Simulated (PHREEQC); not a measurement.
PHREEQC input (ion-association model, wateq4f.dat):

```
SOLUTION_SPECIES
  PO4-3 + 3H+ = H3PO4  # constants of phreeqc.dat
    -log_k 21.721
    -delta_h -10.1 kJ
SOLUTION 1
  temp 25
  units mmol/kgw
  pH 7 charge
  P 1.5
  S(6) 40.058
  Ni 40
SOLUTION 2
  temp 25
  units mmol/kgw
  pH 7 charge
  S(6) 21.4
  Ni 3.3
  Mg 5.1
  Cl 0.1
  Na 26
END
SELECTED_OUTPUT 1
  -reset false
  -pH true
  -pe true
  -ionic_strength true
  -water true
  -totals Cl Mg Na Ni P S S(-2) S(6)
  -molalities H+ Cl- Mg+2 Na+ Ni+2 PO4-3 SO4-2 HPO4-2 H2PO4- MgOH+
    NaHPO4- MgHPO4 NaSO4- MgSO4 HSO4- H2S HS- S-2 O2 MgPO4-
    MgH2PO4+ OH- NiCl+ NiOH+ Ni(OH)2 Ni(OH)3- NiSO4 NiCl2 Ni(SO4)2-2 H3PO4
  -equilibrium_phases Brucite Ni(OH)2 Ni3(PO4)2 Ni4(OH)6SO4 Halite Mirabilite Epsomite Morenosite
PRINT
  -reset false
MIX 1
  1 1
  2 0
EQUILIBRIUM_PHASES 1
  Brucite 0 0
  Ni(OH)2 0 0
  Ni3(PO4)2 0 0
  Ni4(OH)6SO4 0 0
  Halite 0 0
  Mirabilite 0 0
  Epsomite 0 0
  Morenosite 0 0
  O2(g) -0.68 10
END
# ... the last block is repeated for the other 10 points of share of solution B
```

Selected output (columns that matter, 11 of 11 rows; share of solution B added in front):

```
share of solution B	pH	mu	Cl	Mg	Na	Ni	P	S	m_H+	m_Cl-	m_Mg+2	m_Na+	m_Ni+2	m_SO4-2
0	3.1864	0.097821	0	0	0	0.04	0.0015	0.040058	0.00078784	0	0	0	0.024425	0.023737
0.1	3.2224	0.093719	1e-05	0.00051	0.0026	0.03633	0.00135	0.038192	0.00072364	9.7969e-06	0.00027568	0.0024912	0.022201	0.023052
0.2	3.2629	0.089605	2e-05	0.00102	0.0052	0.03266	0.0012	0.036326	0.00065778	1.9629e-05	0.00055269	0.0049856	0.019971	0.022364
0.3	3.309	0.085479	3e-05	0.00153	0.0078	0.02899	0.00105	0.034461	0.00059015	2.9497e-05	0.00083097	0.0074834	0.017737	0.021675
0.4	3.3624	0.081343	4e-05	0.00204	0.0104	0.02532	0.0009	0.032595	0.00052066	3.9404e-05	0.0011105	0.0099845	0.015499	0.020984
0.5	3.4254	0.077199	5e-05	0.00255	0.013	0.02165	0.00075	0.030729	0.00044917	4.9351e-05	0.0013912	0.012489	0.013257	0.020293
0.6	3.5019	0.073048	6e-05	0.00306	0.0156	0.01798	0.0006	0.028863	0.00037556	5.9341e-05	0.001673	0.014997	0.011011	0.019601
0.7	3.5987	0.068892	7e-05	0.00357	0.0182	0.01431	0.00045	0.026997	0.00029968	6.9375e-05	0.0019557	0.017508	0.0087633	0.018909
0.8	3.7289	0.064736	8e-05	0.00408	0.0208	0.01064	0.0003	0.025132	0.00022139	7.9458e-05	0.0022391	0.020023	0.006514	0.018218
0.9	3.925	0.060583	9e-05	0.00459	0.0234	0.00697	0.00015	0.023266	0.0001405	8.9592e-05	0.0025231	0.022541	0.0042648	0.017529
1	4.3171	0.056439	0.0001	0.0051	0.026	0.0033	0	0.0214	5.6763e-05	9.978e-05	0.0028072	0.025063	0.0020174	0.016843
```

H3PO4, which wateq4f.dat lacks, is added to it with the constant of phreeqc.dat. The database has no phosphate complexes of Ni.
